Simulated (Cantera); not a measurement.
A Cantera script and its output.

```python
import numpy as np
import cantera as ct

gas = ct.Solution("gri30.yaml")
gas.TPX = 2223, 54000, {'CH4': 1, 'CO2': 2.1}
reactor = ct.IdealGasConstPressureReactor(gas, energy="off", clone=False)
net = ct.ReactorNet([reactor])
net.rtol, net.atol = 1e-08, 1e-18
show = ['CH4', 'CO2', 'H2', 'H2O2', 'C2H2', 'HCO']
times = np.geomspace(6e-05, 30, 10)

steps = ct.SolutionArray(gas, extra=["t"])
rows = []
print(f"{'t/s':>10s}{'T/K':>9s}{'P/Pa':>11s}" + "".join(f"{s:>11s}" for s in show))
for t in times:
    while net.time < t:
        t_next = net.step()
        steps.append(gas.state, t=t_next)
    rows.append([np.interp(t, steps.t, y) for y in (steps.T, steps.P, *steps(*show).X.T)])
    print(f"{t:10.3e}{rows[-1][0]:9.1f}{rows[-1][1]:11.4g}" + "".join(f"{x:11.3e}" for x in rows[-1][2:]))
rate = np.gradient(steps.T, steps.t)
print("integrator steps:", len(steps.t))
if steps.T.max() > steps.T[0] + 200:
    print(f"time of steepest temperature rise: {steps.t[rate.argmax()]:.4e} s")
gas.TPX = 2223, 54000, {'CH4': 1, 'CO2': 2.1}
gas.equilibrate("TP")
print(f"equilibrium (TP): T = {gas.T:.1f} K  " + "  ".join(f"{s} {gas[s].X[0]:.3e}" for s in show))
```

Output:

```
       t/s      T/K       P/Pa        CH4        CO2         H2       H2O2       C2H2        HCO
 6.000e-05   2223.0    5.4e+04  8.751e-02  4.968e-01  2.028e-01  1.140e-10  6.816e-02  1.489e-05
 2.579e-04   2223.0    5.4e+04  1.213e-02  2.679e-01  1.596e-01  6.060e-10  9.181e-02  3.831e-06
 1.108e-03   2223.0    5.4e+04  3.859e-03  1.192e-01  1.626e-01  7.015e-10  4.464e-02  1.705e-06
 4.762e-03   2223.0    5.4e+04  6.962e-04  6.699e-02  2.332e-01  3.153e-10  2.302e-03  3.810e-07
 2.047e-02   2223.0    5.4e+04  1.689e-10  6.411e-02  2.382e-01  4.559e-10  4.280e-12  2.819e-07
 8.795e-02   2223.0    5.4e+04  1.672e-10  6.411e-02  2.382e-01  4.565e-10  3.697e-13  2.820e-07
 3.780e-01   2223.0    5.4e+04  1.672e-10  6.411e-02  2.382e-01  4.565e-10  3.697e-13  2.820e-07
 1.624e+00   2223.0    5.4e+04  1.672e-10  6.411e-02  2.382e-01  4.565e-10  3.697e-13  2.820e-07
 6.981e+00   2223.0    5.4e+04  1.672e-10  6.411e-02  2.382e-01  4.565e-10  3.697e-13  2.820e-07
 3.000e+01   2223.0    5.4e+04  1.672e-10  6.411e-02  2.382e-01  4.565e-10  3.697e-13  2.820e-07
integrator steps: 1632
equilibrium (TP): T = 2223.0 K  CH4 1.851e-10  CO2 6.411e-02  H2 2.382e-01  H2O2 4.565e-10  C2H2 4.058e-13  HCO 2.820e-07
```

Computed with Cantera and GRI-Mech 3.0 (53 species, 325 reactions).
